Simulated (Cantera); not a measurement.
An isothermal, constant-pressure homogeneous reactor starts with 35.8 % H2, 18.9 % O2, 45.3 % N2, equivalence ratio 0.95, at 1200 K and 100.0 Torr.

Cantera simulation using the H2/O2 subset of GRI-Mech 3.0, which has no nitrogen chemistry; the numbers are that mechanism's predictions, not measurements. The temperature is held fixed by assumption; the heat of reaction is taken as removed at once.

x: mole fraction; the columns are a selection and need not sum to one.

```csv
t (s),x H2,x O2,x HO2,x H2O2,x H2O,x H,x OH
0.000600,0.0423,0.0444,?,1.50e-6,0.316,0.0770,0.00538
0.00174,0.0196,0.0230,?,1.73e-6,0.399,0.0144,0.00259
0.00505,0.00645,0.0147,?,1.50e-6,0.426,0.00200,0.00114
0.0146,0.00150,0.0121,?,8.38e-7,0.434,0.000193,0.000482
0.0424,0.000251,0.0116,?,2.69e-7,0.436,1.25e-5,0.000188
0.123,3.66e-5,0.0115,?,6.22e-8,0.437,7.24e-7,7.39e-5
0.357,6.10e-6,0.0115,?,1.41e-8,0.437,5.34e-8,3.19e-5
1.03,1.35e-6,0.0115,?,3.70e-9,0.437,5.94e-9,1.57e-5
3.00,4.00e-7,0.0115,?,1.18e-9,0.437,9.81e-10,8.67e-6
```

Problem. What belongs in the gaps?

Solution. 
- 0.000600, x HO2: 1.14e-5
- 0.00174, x HO2: 6.93e-6
- 0.00505, x HO2: 4.33e-6
- 0.0146, x HO2: 2.67e-6
- 0.0424, x HO2: 9.60e-7
- 0.123, x HO2: 1.84e-7
- 0.357, x HO2: 3.32e-8
- 1.03, x HO2: 7.73e-9
- 3.00, x HO2: 2.84e-9
